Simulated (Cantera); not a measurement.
Feed: 1 mol AlCl₃, 0.63 mol HCl, 890 mol N₂, equilibrated at 0.00230 bar.

Cantera equilibrium calculation (NASA polynomials, part measured and part estimated; ideal gas, pure solids and liquids). Candidate condensed phases: Al, AlCl₃, AlN, NH₄Cl; 20 gas species. The tables' values for AlCl₂ are old estimates; treat these amounts as uncertain. Rates play no part.

Q: At 2000 K, list the 4 most abundant gas species with their mole fractions, and the condensed phases.

A: N₂ 0.996, Cl 0.00244, AlCl 0.00109, HCl 0.000485. Condensed: gas only.
